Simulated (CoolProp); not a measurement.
Vapour-liquid equilibrium of n-octane (1) + ethylbenzene (2) at 184.05 °C; x and y are mole fractions of (1).

Values from CoolProp's multi-fluid Helmholtz-energy mixture model, Beckmüller 2019 and Zhou 2012; pair parameters Bell 2016.

```tsv
x	bubble pressure, mixture model (MPa)	bubble pressure, Raoult's law (MPa)	y, mixture model	y, Raoult's law
0.05	0.3221	0.3185	0.071	0.063
0.15	0.3368	0.3275	0.198	0.185
0.25	0.3496	0.3365	0.310	0.300
0.35	0.3609	0.3455	0.413	0.409
0.45	0.3708	0.3545	0.508	0.513
0.55	0.3793	0.3635	0.599	0.611
0.65	0.3868	0.3725	0.687	0.705
0.75	0.3931	0.3815	0.775	0.794
0.85	0.3983	0.3905	0.863	0.879
0.95	0.4024	0.3995	0.954	0.961
```

The largest gap from Raoult's law is +4.6 % in bubble pressure, at x = 0.45. No azeotrope shows between x = 0.05 and 0.95.

Pair parameters are fitted to limited data, so mixtures are less certain than the pure fluids.
